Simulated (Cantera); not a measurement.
A perfectly stirred reactor is fed with CO : H2 : CH4 : O2 : N2 : H2O = 1 : 0.079 : 0.059 : 0.472 : 1.77 : 0.34 (molar parts), at 3750 Torr; it is adiabatic with a 450 K inlet, and is followed from long to short residence time, starting on the burning branch (τ in s: 0.3, 0.11, 0.044, 0.017, 0.0064, 0.0025, 0.00094, 0.00036, 0.00014, 5.3e-05, 2e-05, 7.8e-06).

Detailed kinetics in Cantera: GRI-Mech 3.0 (53 species, 325 reactions).

### Question
Predict: blow-out, bracketed by the residence times tried; x(CO) at τ = 0.300 s; x(H2) at τ = 0.300 s; x(CH4) at τ = 0.300 s; x(CH2CO) at τ = 0.300 s; x(CO) at τ = 0.940 ms; x(H2) at τ = 0.940 ms; x(CH4) at τ = 0.940 ms; x(CH2CO) at τ = 0.940 ms.

### Answer
| Item | Value |
|---|---|
| blow-out, bracketed by the residence times tried | burning at 20.0 µs, out at 7.80 µs |
| x(CO) at τ = 0.300 s | 0.0985 |
| x(H2) at τ = 0.300 s | 0.0122 |
| x(CH4) at τ = 0.300 s | 3.80e-7 |
| x(CH2CO) at τ = 0.300 s | 1.33e-9 |
| x(CO) at τ = 0.940 ms | 0.104 |
| x(H2) at τ = 0.940 ms | 0.0131 |
| x(CH4) at τ = 0.940 ms | 1.06e-5 |
| x(CH2CO) at τ = 0.940 ms | 6.11e-8 |
